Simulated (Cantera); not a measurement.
An isothermal, constant-pressure homogeneous reactor starts with C2H6 : N2 = 1 : 2.8 (molar parts), at 1775 K and 0.510 bar. Integrator tolerance rtol = 1e-08.

Detailed kinetics in Cantera: GRI-Mech 3.0 (53 species, 325 reactions). GRI-Mech 3.0 stops at C3 and has no aromatics, soot or wall deposition, so with more carbon than oxygen in the feed, carbon stays in small species such as C2H2 where larger ones or solid carbon would form.

**Question.** What does this change do: pressure from 0.510 bar to 10.00 Torr?

**Answer.** 
```csv
quantity,before,after
x(C2H6) at 3.00 s,2.11e-7 (gas-phase equilibrium 1.33e-7),4.35e-9 (gas-phase equilibrium 9.27e-11)
x(C2H) at 3.00 s,9.38e-7 (gas-phase equilibrium 5.87e-7),5.76e-6 (gas-phase equilibrium 3.65e-6)
x(CH2) at 3.00 s,3.18e-8 (gas-phase equilibrium 2.52e-8),2.05e-7 (gas-phase equilibrium 2.54e-8)
x(H2) at 3.00 s,0.341 (gas-phase equilibrium 0.342),0.343 (gas-phase equilibrium 0.344)
x(C2H2) at 3.00 s,0.171 (gas-phase equilibrium 0.107),0.172 (gas-phase equilibrium 0.108)
```
Radical loss at walls, strong at low pressure, is not modelled.

**Question.** What does this change do: pressure from 0.510 bar to 0.750 Torr?

**Answer.** 
```
quantity                                            before                                    after
-----------------  ---------------------------------------  ---------------------------------------
x(C2H6) at 3.00 s  2.11e-7 (gas-phase equilibrium 1.33e-7)   4.38e-7 (gas-phase equilibrium <1e-12)
x(C2H) at 3.00 s   9.38e-7 (gas-phase equilibrium 5.87e-7)  4.38e-6 (gas-phase equilibrium 1.33e-5)
x(CH2) at 3.00 s   3.18e-8 (gas-phase equilibrium 2.52e-8)  2.22e-6 (gas-phase equilibrium 2.52e-8)
x(H2) at 3.00 s        0.341 (gas-phase equilibrium 0.342)      0.331 (gas-phase equilibrium 0.341)
x(C2H2) at 3.00 s      0.171 (gas-phase equilibrium 0.107)      0.169 (gas-phase equilibrium 0.108)
```
Radical loss at walls, strong at low pressure, is not modelled.
